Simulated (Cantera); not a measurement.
## Ignition delay

Mixture: 15.4 % CH4, 1.48 % CO, 17.4 % O2, 65.7 % N2, at 0.540 bar, adiabatic and at constant pressure. Ignition delay is the time to a rise of 400 K.

Computed with Cantera and GRI-Mech 3.0 (53 species, 325 reactions).

```
T0 (K)  delay (ms)
------  ----------
1150           257
1250          56.3
1350          14.3
1450          4.23
1550          1.48
1650         0.610
1750         0.292
1850         0.156
1950        0.0908
```

apparent activation energy between 1750 and 1950 K: 170 kJ/mol
